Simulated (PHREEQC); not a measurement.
A solution holds 0.0041 mol HF and 0.00042 mol NH4F per kg of water, at 25 °C. Closed to the air; pH follows from the charge balance.

Computed with PHREEQC (ion-association model, phreeqc.dat).

Each row changes one thing in this solution. Precipitation was switched off in this run.

```csv
case,pH,ionic strength (mol/kgw),HF (mol/kgw),F- (mol/kgw),HF2- (mol/kgw),NH3 (mol/kgw)
as made,2.92,0.00167,0.00283,0.00165,1.79e-5,1.91e-10
diluted 100-fold with water,[?],4.28e-5,2.44e-6,4.28e-5,[?],6.21e-11
diluted 2-fold with water,3.09,0.00104,0.00121,0.00104,4.83e-6,[?]
temperature from 25 to 85 °C,3.18,0.00111,0.00340,0.00109,1.56e-5,[?]
HF from 0.0041 to 0.00615 mol/kgw,2.81,0.00205,0.00448,0.00202,3.47e-5,1.46e-10
temperature from 25 to 30 °C,2.94,0.00162,0.00288,0.00160,1.83e-5,2.82e-10
```

### Question
Complete the blanks.

### Answer

- diluted 100-fold with water, pH: 4.42
- diluted 100-fold with water, HF2- (mol/kgw): 4.00e-10
- diluted 2-fold with water, NH3 (mol/kgw): 1.43e-10
- temperature from 25 to 85 °C, NH3 (mol/kgw): 1.15e-8

Away from 25 °C the constants follow the database's enthalpies or fits; those with neither stay at their 25 °C values.
